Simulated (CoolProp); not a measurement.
Vapour-liquid equilibrium of CHF3 (R23) (1) + sulfur hexafluoride (2) at 256.5 K; x and y are mole fractions of (1).

Computed with CoolProp (multi-fluid Helmholtz-energy mixture model, Penoncello 2003 and Guder 2009; pair parameters Bell 2016).

**Question.** Give the bubble pressure and the first vapour's composition at x = 0.05, 0.35, 0.5. Is there an azeotrope?

**Answer.** x = 0.05: 912.6 kPa, y = 0.171; x = 0.35: 1375 kPa, y = 0.531; x = 0.5: 1484 kPa, y = 0.619. y crosses x between x = 0.8 and 0.95: the model has an azeotrope there.

The pair parameters rest on a limited set of measurements; away from them the model extrapolates.
